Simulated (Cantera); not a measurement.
**Premixed flame**

A freely propagating, adiabatic, planar premixed flame of 4.25 % C3H8, 19.4 % O2, 72.7 % N2, 3.66 % H2O, unburnt at 400 K and 0.500 bar; mixture-averaged transport, grid criteria slope 0.08 and curve 0.16, no radiation.

Computed with Cantera and GRI-Mech 3.0 (53 species, 325 reactions). GRI-Mech 3.0 was tuned for natural gas; its chemistry of propane as a main component is partial and can be far from experiment. Burning velocities carry a grid error of a few per cent, more on coarse grids.

| z (mm) | T (K) | u (m/s) | x C3H8 | x O2 | x NO | x C2H6 | x CH2 | x CH3 |
|---|---|---|---|---|---|---|---|---|
| -1.76 | 400 | 0.834 | 0.0425 | 0.193 | <1e-8 | <1e-8 | <1e-8 | <1e-8 |
| -1.17 | 401 | 0.837 | 0.0424 | 0.193 | <1e-8 | 2.46e-7 | <1e-8 | 1.18e-8 |
| -0.879 | 404 | 0.845 | 0.0423 | 0.192 | <1e-8 | 2.26e-6 | <1e-8 | 7.25e-8 |
| -0.586 | 441 | 0.930 | 0.0419 | 0.188 | 7.77e-8 | 5.00e-5 | <1e-8 | 1.57e-6 |
| -0.293 | 795 | 1.73 | 0.0332 | 0.156 | 1.27e-6 | 0.00116 | 1.63e-7 | 0.000287 |
| -0.147 | 1220 | 2.74 | 0.0133 | 0.112 | 3.35e-6 | 0.00179 | 9.36e-6 | 0.00215 |
| 0 | 1624 | 3.74 | 0.000563 | 0.0638 | 7.18e-6 | 0.000247 | 6.39e-5 | 0.00197 |
| 0.147 | 1808 | 4.18 | 9.58e-7 | 0.0346 | 1.28e-5 | 2.20e-6 | 3.31e-5 | 0.000279 |
| 0.293 | 1858 | 4.28 | <1e-8 | 0.0226 | 1.72e-5 | <1e-8 | 3.22e-6 | 2.00e-5 |
| 0.586 | 1898 | 4.34 | <1e-8 | 0.0158 | 2.12e-5 | <1e-8 | <1e-8 | 7.25e-8 |
| 1.17 | 1944 | 4.42 | <1e-8 | 0.0129 | 2.47e-5 | <1e-8 | <1e-8 | <1e-8 |
| 2.34 | 2002 | 4.53 | <1e-8 | 0.0109 | 2.97e-5 | <1e-8 | <1e-8 | <1e-8 |
| 4.69 | 2070 | 4.67 | <1e-8 | 0.00860 | 3.81e-5 | <1e-8 | <1e-8 | <1e-8 |
x: mole fraction of selected species; z is measured from the peak of heat release.

```yaml
laminar_burning_velocity: 83.3 cm/s
thermal_thickness: 0.586 mm
peak x(C2H6): 0.00191
peak x(CH2): 6.68e-5
peak x(CH3): 0.00284
grid_points: 149
```
